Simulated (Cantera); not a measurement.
An isothermal, constant-pressure homogeneous reactor starts with H2 : O2 = 0.07 : 1 (molar parts), equivalence ratio 0.035, at 1150 K and 0.0263 atm.

Computed with Cantera and the H2/O2 subset of GRI-Mech 3.0, which has no nitrogen chemistry. Radical loss at walls, strong at low pressure, is not modelled. The temperature is held fixed by assumption; the heat of reaction is taken as removed at once.

x: mole fraction; the columns are a selection and need not sum to one.

```
t (s)           x H2   x O2      x H2O2        x OH         x O
--------  ----------  -----  ----------  ----------  ----------
2.00e-6       0.0654  0.935      <1e-12    2.85e-12    2.89e-12
1.11e-5       0.0654  0.935      <1e-12    7.34e-11    7.89e-11
6.16e-5       0.0654  0.935      <1e-12  (withheld)  (withheld)
0.000342      0.0654  0.935    1.73e-11     1.10e-7     1.83e-7
0.00190      0.00255  0.893     3.41e-7     0.00444      0.0319
0.0105    (withheld)  0.920  (withheld)  (withheld)  (withheld)
0.0585       2.62e-5  0.932     1.33e-7    0.000484    0.000615
0.325        1.18e-6  0.932     2.94e-8    0.000106     2.92e-5
1.80         9.74e-8  0.932     5.08e-9     3.12e-5     2.53e-6
10.0         1.25e-8  0.932    8.88e-10     1.13e-5     3.32e-7
```

### Question
Fill in the missing entries.

### Answer

- 6.16e-5, x OH: 1.30e-9
- 6.16e-5, x O: 1.77e-9
- 0.0105, x H2: 0.000457
- 0.0105, x H2O2: 2.47e-7
- 0.0105, x OH: 0.00202
- 0.0105, x O: 0.0106
